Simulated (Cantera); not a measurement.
Feed: 1 mol TiO2, 20 mol Cl2, 0.067 mol O2, at 0.0133 bar.

Equilibrium computed with Cantera from the NASA thermochemical tables; the gas is ideal and each condensed phase is pure. Candidate condensed phases: Ti, TiCl2, TiCl3, TiCl4, TiO, TiO2, Ti2O3, Ti3O5, Ti4O7; 15 gas species. Condensed phases not in the tables: TiOCl. Rates play no part.

x: gas mole fraction; n: condensed amount in mol.

| T (°C) | x Cl2 | x Cl | x O2 | x TiCl4 | x TiOCl2 | n TiO2(rutile) |
|---|---|---|---|---|---|---|
| 350 | 0.997 | 4.19e-7 | 0.00334 | 3.52e-10 | <1e-12 | 1.00 |
| 450 | 0.997 | 1.12e-5 | 0.00334 | 4.31e-8 | <1e-12 | 1.000 |
| 550 | 0.997 | 0.000136 | 0.00334 | 1.61e-6 | <1e-12 | 1.000 |
| 650 | 0.996 | 0.000966 | 0.00336 | 2.70e-5 | <1e-12 | 0.999 |
| 750 | 0.991 | 0.00469 | 0.00357 | 0.000243 | 2.46e-11 | 0.995 |
| 850 | 0.977 | 0.0172 | 0.00450 | 0.00119 | 1.29e-9 | 0.976 |
| 950 | 0.940 | 0.0502 | 0.00671 | 0.00346 | 3.09e-8 | 0.929 |
| 1050 | ? | ? | ? | ? | ? | ? |
| 1150 | 0.725 | 0.250 | 0.0140 | 0.0111 | 3.50e-6 | 0.745 |
| 1250 | ? | ? | 0.0163 | 0.0137 | ? | 0.648 |
| 1350 | 0.338 | 0.633 | 0.0155 | 0.0132 | 8.52e-5 | 0.608 |
| 1450 | 0.181 | 0.797 | 0.0122 | 0.0100 | 0.000266 | 0.652 |
| 1550 | 0.0868 | 0.897 | 0.00863 | 0.00629 | 0.000652 | 0.735 |
| 1650 | 0.0406 | 0.948 | 0.00620 | 0.00342 | 0.00132 | 0.797 |

Q: What belongs in the gaps?

A: 
- 1250, x Cl2: 0.538
- 1250, x Cl: 0.432
- 1250, x TiOCl2: 2.04e-5
- 1050, x Cl2: 0.861
- 1050, x Cl: 0.122
- 1050, x O2: 0.0102
- 1050, x TiCl4: 0.00705
- 1050, x TiOCl2: 4.12e-7
- 1050, n TiO2(rutile): 0.849
